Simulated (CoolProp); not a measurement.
Properties of tetrahydrofuran along the isobar 1380 kPa.

The numbers come from the reference Helmholtz-energy equation of state, Fiedler 2023 in CoolProp.

```json
[
 {"T (°C)": "34.85", "phase": "liquid", "Z": "0.04454", "cv (kJ/(kg K))": "1.229", "Joule-Thomson coefficient (K/MPa)": "-0.3977"},
 {"T (°C)": "42.25", "phase": "liquid", "Z": "0.04391", "cv (kJ/(kg K))": "1.254", "Joule-Thomson coefficient (K/MPa)": "-0.3843"},
 {"T (°C)": "49.55", "phase": "liquid", "Z": "0.04333", "cv (kJ/(kg K))": "1.278", "Joule-Thomson coefficient (K/MPa)": "-0.3706"},
 {"T (°C)": "56.95", "phase": "liquid", "Z": "0.04278", "cv (kJ/(kg K))": "1.304", "Joule-Thomson coefficient (K/MPa)": "-0.3564"},
 {"T (°C)": "64.25", "phase": "liquid", "Z": "0.04227", "cv (kJ/(kg K))": "1.329", "Joule-Thomson coefficient (K/MPa)": "-0.3418"},
 {"T (°C)": "71.55", "phase": "liquid", "Z": "0.04179", "cv (kJ/(kg K))": "1.355", "Joule-Thomson coefficient (K/MPa)": "-0.3266"},
 {"T (°C)": "78.95", "phase": "liquid", "Z": "0.04135", "cv (kJ/(kg K))": "1.381", "Joule-Thomson coefficient (K/MPa)": "-0.3107"},
 {"T (°C)": "86.25", "phase": "liquid", "Z": "0.04094", "cv (kJ/(kg K))": "1.407", "Joule-Thomson coefficient (K/MPa)": "-0.2942"},
 {"T (°C)": "93.65", "phase": "liquid", "Z": "0.04056", "cv (kJ/(kg K))": "1.434", "Joule-Thomson coefficient (K/MPa)": "-0.2766"},
 {"T (°C)": "100.95", "phase": "liquid", "Z": "0.04022", "cv (kJ/(kg K))": "1.460", "Joule-Thomson coefficient (K/MPa)": "-0.2583"},
 {"T (°C)": "108.35", "phase": "liquid", "Z": "0.03990", "cv (kJ/(kg K))": "1.487", "Joule-Thomson coefficient (K/MPa)": "-0.2386"},
 {"T (°C)": "115.65", "phase": "liquid", "Z": "0.03962", "cv (kJ/(kg K))": "1.513", "Joule-Thomson coefficient (K/MPa)": "-0.2178"},
 {"T (°C)": "122.95", "phase": "liquid", "Z": "0.03937", "cv (kJ/(kg K))": "1.539", "Joule-Thomson coefficient (K/MPa)": "-0.1953"},
 {"T (°C)": "130.35", "phase": "liquid", "Z": "0.03915", "cv (kJ/(kg K))": "1.566", "Joule-Thomson coefficient (K/MPa)": "-0.1705"},
 {"T (°C)": "137.65", "phase": "liquid", "Z": "0.03897", "cv (kJ/(kg K))": "1.592", "Joule-Thomson coefficient (K/MPa)": "-0.1437"},
 {"T (°C)": "145.05", "phase": "liquid", "Z": "0.03882", "cv (kJ/(kg K))": "1.619", "Joule-Thomson coefficient (K/MPa)": "-0.1135"}
]
```
